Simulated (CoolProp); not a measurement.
The numbers come from the reference Helmholtz-energy equation of state, Lemmon 2005 in CoolProp. It is a short technical equation, of lower accuracy than the large ones.

Problem. Give the vapour pressure (kPa), liquid density (kg/m³), enthalpy of vaporisation (kJ/kg), liquid cp (kJ/(kg K)) of saturated cis-2-butene at 321.4, 339.2 K.

Solution. 
```tsv
T (K)	p (kPa)	liquid density (kg/m³)	enthalpy of vaporisation (kJ/kg)	liquid cp (kJ/(kg K))
321.4	426	587	366	2.36
339.2	672	563	344	2.47
```
